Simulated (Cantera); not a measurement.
Cantera run:

```python
import numpy as np
import cantera as ct

gas_names = [...]  # 109 gases of nasa_gas.yaml made of C, Cl, H, Si
cond_names = """
    C(gr) C6H6(L) C7H8(L) C8H18(L),n-octa Si(cr) Si(L) SiC(b)
""".split()


# ... load() reads the species with a 1 bar reference pressure and builds the phases ...
atoms = {
    '(CH3)2SiCl2': {'C': 2, 'H': 6, 'Si': 1, 'CL': 2},
    'C3H8': {'C': 3, 'H': 8},
    'H2': {'H': 2},
}
top_T = {'C(gr)': 4500, 'SiC(b)': 3050}  # K; cautious upper limits of use, not melting points


# ... equilibrate(T, P, feed) seeds the gas with the atoms and calls Mixture.equilibrate('TP', solver="vcs", rtol=1e-11, max_steps=5000) ...
results = []
feed = {'(CH3)2SiCl2': 1, 'C3H8': 0.19, 'H2': 26}  # mol
T = 2673  # K
P = 1000  # Pa
mix = equilibrate(T, P, feed)
results.append((T, P, feed, dict(zip(mix.species_names, mix.species_moles))))
x = sorted(zip(gas.X, gas.species_names), reverse=True)
print(f"T = {T:g} K  P = {P:g} Pa  gas = {mix.phase_moles(0):.4g} mol")
print("   x: " + "  ".join(f"{s} {v:.3e}" for v, s in x if v > 1e-05))
print("   condensed (mol): " + ("  ".join(f"{mix.phase(i).name} {mix.phase_moles(i):.4g}"
      for i in range(1, mix.n_phases) if mix.phase_moles(i) > 1e-12) or "none"))
```

Output:

```
T = 2673 K  P = 1000 Pa  gas = 39.54 mol
   x: H2 5.360e-01  H 3.753e-01  HCL 3.381e-02  Si 1.736e-02  CL 1.649e-02  C2H2,acetylene 1.146e-02  SiC2 7.155e-03  C2H 8.106e-04  C3 6.127e-04  SiH 2.625e-04  SiCL 2.084e-04  C 1.537e-04  Si2C 1.170e-04  C4H2 1.017e-04  C2 5.836e-05  SiCL2 3.004e-05  SiC 1.804e-05  C2H2,vinylidene 1.541e-05  C2HCL 1.077e-05  SiH2 1.070e-05
   condensed (mol): C(gr) 0.9255
```

Method: chemical equilibrium by Gibbs-energy minimisation in Cantera with the NASA 1993 tables (ideal gas, pure condensed phases). The feed counts by its element totals alone. The tables' values for SiCl are old estimates; treat these amounts as uncertain. Gases not in the tables: Si2H6 and higher silanes.
